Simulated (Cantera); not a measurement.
A Cantera script and what it prints.

```python
import numpy as np
import cantera as ct

gas_names = """
    C CN CO CO2 C2 CCN CNC C2N2 C2O C3 C3O2 C4 C4N2 C5 Fe FeC5O5 FeO N NCO NO NO2 NO3 N2 N2O O O2 O3
""".split()
cond_names = """
    C(gr) Fe(a) Fe(c) Fe(d) Fe(L) FeC5O5(L) FeO(s) FeO(L) Fe2O3(s) Fe3O4(s)
""".split()


# ... load() reads the species with a 1 bar reference pressure and builds the phases ...
atoms = {
    'Fe2O3': {'Fe': 2, 'O': 3},
    'CO': {'C': 1, 'O': 1},
    'N2': {'N': 2},
}
top_T = {'C(gr)': 4500, 'Fe2O3(s)': 1830, 'Fe3O4(s)': 1870}  # K; cautious upper limits of use, not melting points


# ... equilibrate(T, P, feed) seeds the gas with the atoms and calls Mixture.equilibrate('TP', solver="vcs", rtol=1e-11, max_steps=5000) ...
results = []
feed = {'Fe2O3': 1, 'CO': 0.63, 'N2': 6.9}  # mol
T = 2373  # K
P = 1000  # Pa
mix = equilibrate(T, P, feed)
results.append((T, P, feed, dict(zip(mix.species_names, mix.species_moles))))
print(gas.report(threshold=1e-05))
for i in range(1, mix.n_phases):
    print(f"{mix.phase(i).name:16s} {mix.phase_moles(i):12.5e} mol")
```

It prints:

```
       temperature   2373 K
          pressure   1000 Pa
           density   0.001614 kg/m^3
  mean mol. weight   31.844 kg/kmol
   phase of matter   gas

                          1 kg             1 kmol
                     ---------------   ---------------
          enthalpy         2.946e+06        9.3813e+07  J
   internal energy        2.3264e+06        7.4082e+07  J
           entropy              9644        3.0711e+05  J/K
    Gibbs function       -1.9939e+07       -6.3495e+08  J
 heat capacity c_p            1146.5             36509  J/K
 heat capacity c_v            885.39             28195  J/K

                      mass frac. Y      mole frac. X     chem. pot. / RT
                     ---------------   ---------------   ---------------
                CO          0.025809          0.029342           -42.035
               CO2          0.054134           0.03917            -60.45
                Fe           0.13164          0.075064           -11.315
               FeO          0.055629          0.024657            -29.73
                NO         0.0087991         0.0093381           -34.629
                N2           0.65601            0.7457            -32.43
                 O         0.0091152          0.018143           -18.415
                O2          0.058864          0.058581           -36.829
     [  +19 minor]        1.1248e-06        1.2893e-06

C(gr)             0.00000e+00 mol
Fe(L)             0.00000e+00 mol
FeC5O5(L)         0.00000e+00 mol
FeO(L)            1.08302e+00 mol
```

Cantera equilibrium calculation (NASA polynomials, part measured and part estimated; ideal gas, pure solids and liquids). The tables' stoichiometric FeO is somewhat more stable than real wüstite, so its field is too wide. FeO: taken at fixed stoichiometry.
